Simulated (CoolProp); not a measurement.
Vapour-liquid equilibrium of m-xylene (1) + o-xylene (2) at 542.4 K; x and y are mole fractions of (1).

Model: multi-fluid Helmholtz-energy mixture model, Zhou 2012 and Zhou 2012; pair parameters Bell 2016, in CoolProp.

Q: Give the bubble pressure and the first vapour's composition at x = 0.5, 0.65, 0.8. Is there an azeotrope?

A: x = 0.5: 1254 kPa, y = 0.520; x = 0.65: 1276 kPa, y = 0.668; x = 0.8: 1297 kPa, y = 0.812. No azeotrope shows between x = 0.05 and 0.95.

The pair parameters rest on a limited set of measurements; away from them the model extrapolates.
